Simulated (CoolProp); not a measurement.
Vapour-liquid equilibrium of diethyl ether (1) + benzene (2) at 0.329 MPa; x and y are mole fractions of (1).

The numbers come from the multi-fluid Helmholtz-energy mixture model, Thol 2014 and Thol 2012; pair parameters Bell 2016 in CoolProp.

```json
[
 {"x": "0.05", "bubble temperature, mixture model (°C)": "119.5", "bubble temperature, Raoult's law (°C)": "119.2", "y, mixture model": "0.136", "y, Raoult's law": "0.151"},
 {"x": "0.2", "bubble temperature, mixture model (°C)": "108.1", "bubble temperature, Raoult's law (°C)": "107.3", "y, mixture model": "0.437", "y, Raoult's law": "0.468"},
 {"x": "0.35", "bubble temperature, mixture model (°C)": "98.9", "bubble temperature, Raoult's law (°C)": "97.9", "y, mixture model": "0.634", "y, Raoult's law": "0.664"},
 {"x": "0.5", "bubble temperature, mixture model (°C)": "91.2", "bubble temperature, Raoult's law (°C)": "90.3", "y, mixture model": "0.768", "y, Raoult's law": "0.791"},
 {"x": "0.65", "bubble temperature, mixture model (°C)": "84.6", "bubble temperature, Raoult's law (°C)": "83.9", "y, mixture model": "0.863", "y, Raoult's law": "0.879"},
 {"x": "0.8", "bubble temperature, mixture model (°C)": "78.9", "bubble temperature, Raoult's law (°C)": "78.5", "y, mixture model": "0.933", "y, Raoult's law": "0.941"},
 {"x": "0.95", "bubble temperature, mixture model (°C)": "73.9", "bubble temperature, Raoult's law (°C)": "73.8", "y, mixture model": "0.986", "y, Raoult's law": "0.987"}
]
```

The largest gap from Raoult's law is +1.0 K in bubble temperature, at x = 0.35. No azeotrope shows between x = 0.05 and 0.95.

Pair parameters are fitted to limited data, so mixtures are less certain than the pure fluids.
